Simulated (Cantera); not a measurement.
# Premixed flame

A freely propagating, adiabatic, planar premixed flame of 50.0 % H₂, 10.8 % O₂, 39.1 % N₂, equivalence ratio 2.3, unburnt at 598 K and 105 Torr; multicomponent transport, grid criteria slope 0.08 and curve 0.16, no radiation.

Model: the H2/O2 subset of GRI-Mech 3.0, which has no nitrogen chemistry, integrated in Cantera. Burning velocities carry a grid error of a few per cent, more on coarse grids.

```tsv
z (mm)	T (K)	u (m/s)	x H₂	x O₂	x HO₂	x O	x H₂O₂	x OH
-17.4	598	6.68	0.500	0.108	<1e-8	<1e-8	<1e-8	<1e-8
-11.6	598	6.68	0.500	0.108	<1e-8	<1e-8	<1e-8	<1e-8
-8.71	598	6.68	0.500	0.108	<1e-8	<1e-8	<1e-8	<1e-8
-5.81	598	6.68	0.500	0.108	1.05e-6	<1e-8	<1e-8	<1e-8
-2.90	612	6.83	0.498	0.108	4.15e-5	1.18e-5	4.19e-7	2.86e-5
-1.45	741	8.23	0.476	0.103	2.67e-5	0.000244	2.87e-7	0.000206
0	1096	11.9	0.336	0.0556	1.01e-5	0.00363	1.78e-7	0.00161
1.45	1324	14.2	0.237	0.00460	8.16e-7	0.00190	9.07e-8	0.00219
2.90	1409	15.0	0.236	0.000738	1.22e-7	0.00121	7.97e-8	0.00245
5.81	1508	15.9	0.245	0.000495	7.41e-8	0.00117	7.84e-8	0.00298
11.6	1624	17.0	0.256	0.000424	5.83e-8	0.00106	6.32e-8	0.00350
23.2	1747	18.1	0.268	0.000322	4.28e-8	0.000845	4.08e-8	0.00378
46.5	1867	19.2	0.280	0.000213	2.95e-8	0.000586	2.26e-8	0.00370
```
x: mole fraction of selected species; z is measured from the peak of heat release.

- laminar burning velocity: 668 cm/s
- thermal thickness: 5.81 mm
- peak x(HO₂): 4.19e-5
- peak x(O): 0.00399
- peak x(H₂O₂): 5.05e-7
- peak x(OH): 0.00379
